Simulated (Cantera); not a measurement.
A perfectly stirred reactor is fed with CH4 : H2 : O2 : N2 = 1 : 0.94 : 4.26 : 16 (molar parts), at 1.00 atm; it is adiabatic with a 625 K inlet, and is followed from long to short residence time, starting on the burning branch (τ in s: 0.066, 0.035, 0.018, 0.0097, 0.0051, 0.0027, 0.0014, 0.00075, 0.0004, 0.00021, 0.00011, 5.8e-05).

Detailed kinetics in Cantera: GRI-Mech 3.0 (53 species, 325 reactions).

Problem. What does this change do: pressure from 1.00 atm to 11.8 atm?

Solution. 
```json
[
 {"quantity": "blow-out, bracketed by the residence times tried", "before": "burning at 58.0 µs, the shortest tried", "after": "burning at 58.0 µs, the shortest tried"},
 {"quantity": "x(CH4) at τ = 66.0 ms", "before": "6.41e-6", "after": "1.89e-6"},
 {"quantity": "x(H2) at τ = 66.0 ms", "before": "0.000209", "after": "2.79e-5"},
 {"quantity": "x(O2) at τ = 66.0 ms", "before": "0.0820", "after": "0.0822"},
 {"quantity": "x(CO) at τ = 66.0 ms", "before": "0.000388", "after": "6.05e-5"},
 {"quantity": "x(CH3) at τ = 66.0 ms", "before": "1.78e-6", "after": "4.69e-7"},
 {"quantity": "x(CH4) at τ = 1.40 ms", "before": "7.78e-5", "after": "4.54e-5"},
 {"quantity": "x(H2) at τ = 1.40 ms", "before": "0.00200", "after": "0.000179"},
 {"quantity": "x(O2) at τ = 1.40 ms", "before": "0.0827", "after": "0.0825"},
 {"quantity": "x(CO) at τ = 1.40 ms", "before": "0.00399", "after": "0.000793"},
 {"quantity": "x(CH3) at τ = 1.40 ms", "before": "1.54e-5", "after": "1.16e-5"}
]
```
The pressure lies above the range GRI-Mech 3.0 was tuned for (to about 10 atm).

Problem. What does this change do: pressure from 1.00 atm to 0.582 atm?

Solution. 
```csv
quantity,before,after
"blow-out, bracketed by the residence times tried","burning at 58.0 µs, the shortest tried","burning at 0.110 ms, out at 58.0 µs"
x(CH4) at τ = 66.0 ms,6.41e-6,7.48e-6
x(H2) at τ = 66.0 ms,0.000209,0.000382
x(O2) at τ = 66.0 ms,0.0820,0.0818
x(CO) at τ = 66.0 ms,0.000388,0.000658
x(CH3) at τ = 66.0 ms,1.78e-6,1.98e-6
x(CH4) at τ = 1.40 ms,7.78e-5,9.46e-5
x(H2) at τ = 1.40 ms,0.00200,0.00331
x(O2) at τ = 1.40 ms,0.0827,0.0831
x(CO) at τ = 1.40 ms,0.00399,0.00584
x(CH3) at τ = 1.40 ms,1.54e-5,1.63e-5
```
